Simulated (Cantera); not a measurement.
Stirred combustor or abatement burner

A perfectly stirred reactor is fed with 16.4 % CO, 4.27 % H2, 2.79 % CH4, 16.1 % O2, 60.4 % N2, at 1.00 atm; it is adiabatic with a 350 K inlet, and is followed from long to short residence time, starting on the burning branch (τ in s: 0.37, 0.14, 0.057, 0.022, 0.0088, 0.0035, 0.0014, 0.00053, 0.00021, 8.3e-05, 3.3e-05, 1.3e-05, 5e-06).

Detailed kinetics in Cantera: GRI-Mech 3.0 (53 species, 325 reactions).

```csv
τ (s),T (K),x CO,x H2,x CH4,x CH3,x NO,x HCN,x CH2
0.37,2344,0.0264,0.00256,2.07e-7,1.05e-7,0.00348,2.64e-8,8.13e-9
0.14,2337,0.0273,0.00267,5.18e-7,2.60e-7,0.00295,5.36e-8,2.03e-8
0.057,2320,0.0293,0.00290,1.15e-6,5.59e-7,0.00220,8.15e-8,4.44e-8
0.022,2283,0.0335,0.00342,2.46e-6,1.13e-6,0.00132,9.14e-8,9.06e-8
0.0088,2220,0.0401,0.00430,4.82e-6,1.98e-6,0.000659,7.78e-8,1.56e-7
0.0035,2132,0.0483,0.00555,9.40e-6,3.35e-6,0.000285,6.16e-8,2.38e-7
0.0014,2024,0.0570,0.00706,1.90e-5,5.64e-6,0.000130,5.45e-8,3.36e-7
0.00053,1891,0.0661,0.00875,4.34e-5,1.02e-5,7.17e-5,5.53e-8,4.58e-7
0.00021,1744,0.0762,0.0101,0.000111,1.91e-5,4.37e-5,5.98e-8,6.12e-7
8.3e-5,1553,0.0974,0.0111,0.000417,4.36e-5,1.70e-5,6.59e-8,9.47e-7
3.3e-5,350,0.164,0.0427,0.0279,<1e-12,<1e-12,<1e-12,<1e-12
1.3e-5,350,0.164,0.0427,0.0279,<1e-12,<1e-12,<1e-12,<1e-12
5.0e-6,350,0.164,0.0427,0.0279,<1e-12,<1e-12,<1e-12,<1e-12
```
x: mole fraction; the columns are a selection and need not sum to one.
